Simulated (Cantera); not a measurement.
## Equilibrium for silicon oxide and oxynitride deposition: SiH4 + NO

Input: 1 mol SiH4, 0.11 mol NO, held at 7.50 Torr.

These are equilibrium values from Cantera (NASA tables, ideal gas, pure condensed phases), not measurements of a reactor. Candidate condensed phases: H2O, Si, SiO2, Si2N2O, Si3N4; 35 gas species. Mutual solubility and eutectic melting of coexisting phases are not modelled. The tables' values for SiN are old estimates; treat these amounts as uncertain. The tables hold silica as quartz up to 1696 K and as liquid above; real silica turns to tridymite and cristobalite and melts near 1996 K. Gases not in the tables: Si2H6 and higher silanes. Equilibrium is a limit: real reactors are often held back by kinetics, nucleation or transport.

```csv
T (K),log p H2,log p SiO,log p N2,log p H,log p Si,log p SiH,n Si(s),n SiO2(β-quartz),n Si2N2O(s),n Si(l)
1400,-2.00,-4.13,-8.30,-6.31,-9.08,-9.39,0.855,0.0201,0.0550,0
1450,-2.01,-3.70,-7.68,-6.03,-8.51,-8.92,0.842,0.00690,0.0550,0
1500,-2.01,-3.57,-6.81,-5.76,-7.98,-8.48,0.835,0,0.0550,0
1550,-2.01,-3.57,-5.89,-5.51,-7.48,-8.06,0.835,0,0.0547,0
1600,-2.01,-3.56,-5.04,-5.27,-7.01,-7.68,0.837,0,0.0531,0
1650,-2.02,-3.50,-4.29,-5.05,-6.57,-7.32,0.846,0,0.0443,0
1700,-2.03,-3.33,-3.68,-4.85,-6.17,-6.99,0,0,0.0105,0.879
1750,-2.04,-3.29,-3.60,-4.65,-5.82,-6.72,0,0,0,0.890
1800,-2.04,-3.29,-3.60,-4.46,-5.50,-6.46,0,0,0,0.889
1850,-2.04,-3.30,-3.60,-4.29,-5.19,-6.21,0,0,0,0.888
1900,-2.04,-3.30,-3.60,-4.12,-4.90,-5.98,0,0,0,0.887
1950,-2.04,-3.30,-3.60,-3.96,-4.62,-5.76,0,0,0,0.884
```
log p: log10 of the partial pressure in bar; n: condensed amount in mol.

From 1400 K to 1450 K the condensed part is Si(s) + SiO2(β-quartz) + Si2N2O(s). From 1500 K to 1650 K the condensed part is Si(s) + Si2N2O(s). At 1700 K the condensed part is Si(l) + Si2N2O(s). From 1750 K to 1950 K the condensed part is Si(l). The main Si-bearing gas is SiO throughout. The share of Si in condensed phases is highest at 1400 K (98.5 %) and lowest at 1950 K (88.4 %).
